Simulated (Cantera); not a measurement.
Input: 1 mol FeS, 1.2 mol SO2, 0.38 mol CO2, equilibrated at 1073.15 K and 0.0133 bar.

Cantera equilibrium calculation (NASA polynomials, part measured and part estimated; ideal gas, pure solids and liquids). Candidate condensed phases: C, Fe, Fe(CO)5, FeO, FeS, FeSO4, FeS2, Fe2O3, Fe2(SO4)3, Fe3O4, S; 25 gas species. Mutual solubility and eutectic melting of coexisting phases are not modelled. FeS: taken at fixed stoichiometry. Gases not in the tables: S3 to S7. Equilibrium is a limit: real reactors are often held back by kinetics, nucleation or transport.

Base state: SO2 0.700, CO2 0.235, S2 0.0605, CO 0.00198, S2O 0.00196, SO 0.000218, COS 0.000115 (mole fractions); condensed: FeS(s) + Fe3O4(s).

Question: What changes in the equilibrium state with this change: pressure from 0.0133 bar to 7.50 bar?

Answer: 
```
species          before     after
-------------  --------  --------
SO2               0.700     0.739
CO2               0.235     0.239
S2               0.0605    0.0178
CO              0.00198  0.000296
SO             0.000218   3.39e-5
FeS(s), mol       0.880     0.960
Fe3O4(s), mol    0.0401    0.0133
```

Question: What changes in the equilibrium state with this change: FeS replaced by FeS2?

Answer: 
```tsv
species	before	after
SO2	0.700	0.576
S2	0.0605	0.236
CO2	0.235	0.180
S2O	0.00196	0.00493
COS	0.000115	0.000270
FeS(s), mol	0.880	1.00
Fe3O4(s), mol	0.0401	0
```
